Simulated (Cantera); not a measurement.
Feed: 1 mol borazine, 0.24 mol O2, held at 2325 K and 19.0 mbar.

Method: chemical equilibrium by Gibbs-energy minimisation in Cantera with the NASA 1993 tables (ideal gas, pure condensed phases). The feed counts by its element totals alone. The tables' values for BH2 are old estimates; treat these amounts as uncertain. Rates play no part.

```csv
species,before,after
H2,0.549,0.806
HBO,0.0387,0.0765
N2,0.299,0.0673
H,0.0591,0.0125
B2O2,0.00490,0.0191
BO,0.0459,0.0169
BN,2.89e-5,1.42e-7
B,0.000727,3.86e-6
B2O3,1.69e-5,0.00108
BH,6.08e-5,9.99e-7
HBO2,2.15e-5,0.000631
B2O,0.00136,9.63e-5
"B(s), mol",2.50,0
"BN(s), mol",0,2.53
```
Gas species are given as mole fractions.

What was changed between the two runs?
A. temperature from 2325 K to 1298 K
B. O2 from 0.24 to 0.11 mol
C. temperature from 2325 K to 1423.15 K
D. temperature from 2325 K to 2025 K

D, temperature from 2325 K to 2025 K
